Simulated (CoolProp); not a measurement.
Vapour-liquid equilibrium of n-butane (1) + n-decane (2) at 381.6 K; x and y are mole fractions of (1).

Model: multi-fluid Helmholtz-energy mixture model, Bücker 2006 and Lemmon 2006; pair parameters Kunz 2012, in CoolProp.

Problem. Give the bubble pressure and the first vapour's composition at x = 0.05, 0.15, 0.45. Is there an azeotrope?

Solution. x = 0.05: 0.09130 MPa, y = 0.855; x = 0.15: 0.2454 MPa, y = 0.947; x = 0.45: 0.7139 MPa, y = 0.984. No azeotrope shows between x = 0.05 and 0.95.

The pair parameters rest on a limited set of measurements; away from them the model extrapolates.
